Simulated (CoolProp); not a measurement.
The fluid at 457.35 K and 1.99 MPa (stagnation) flows isentropically through a choked orifice. The same conditions are run with several fluids, on thermodynamics alone (safety and materials aside).

The numbers come from the reference Helmholtz-energy equation of state of each fluid (neopentane: Lemmon 2006; R142b: Lemmon 2006; n-perfluoropentane: Gao 2022; cyclopropane: Polt 1992; n-butane: Bücker 2006) in CoolProp. The equations of Platzer and Polt are older, rougher fits.

Rank neopentane, R142b, n-perfluoropentane, cyclopropane, n-butane by throat to inlet pressure ratio, highest first.

n-perfluoropentane (0.640), neopentane (0.621), n-butane (0.609), R142b (0.600), cyclopropane (0.591)

| fluid | mass flux (kg/(m² s)) | throat temperature (K) |
|---|---|---|
| neopentane | 5670 | 442.9 |
| R142b | 6670 | 435.7 |
| n-perfluoropentane | 11500 | 446.9 |
| cyclopropane | 4280 | 432.5 |
| n-butane | 5060 | 440.0 |
